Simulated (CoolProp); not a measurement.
Vapour-liquid equilibrium of R114 (1) + n-pentane (2) at 98.8 kPa; x and y are mole fractions of (1).

Model: multi-fluid Helmholtz-energy mixture model, Platzer 1990 and Thol 2019; pair parameters Bell 2016, in CoolProp. This equation is an older, rougher fit; its heat capacities, sound speeds and derivatives of the liquid may be far off and weren't checked against measurements.

| x | bubble temperature, mixture model (K) | bubble temperature, Raoult's law (K) | y, mixture model | y, Raoult's law |
|---|---|---|---|---|
| 0.05 | 303.4 | 305.7 | ___ | 0.137 |
| 0.15 | 295.9 | 300.7 | ___ | 0.353 |
| 0.25 | 290.8 | 296.4 | 0.586 | 0.513 |
| 0.35 | 287.2 | 292.7 | 0.677 | 0.635 |
| 0.45 | 284.5 | 289.3 | 0.742 | 0.729 |
| 0.55 | 282.4 | 286.4 | 0.793 | 0.803 |
| 0.65 | 280.6 | 283.7 | ___ | 0.863 |
| 0.75 | 279.2 | 281.3 | ___ | 0.912 |
| 0.85 | ___ | 279.1 | 0.922 | 0.952 |
| 0.95 | 276.6 | 277.0 | 0.972 | 0.985 |

Q: Fill in the missing entries.

A: 
- 0.05, y, mixture model: 0.198
- 0.15, y, mixture model: 0.444
- 0.65, y, mixture model: 0.837
- 0.75, y, mixture model: 0.879
- 0.85, bubble temperature, mixture model (K): 277.8

The largest gap from Raoult's law is -5.6 K in bubble temperature, at x = 0.25. No azeotrope shows between x = 0.05 and 0.95.

Pair parameters are fitted to limited data, so mixtures are less certain than the pure fluids.
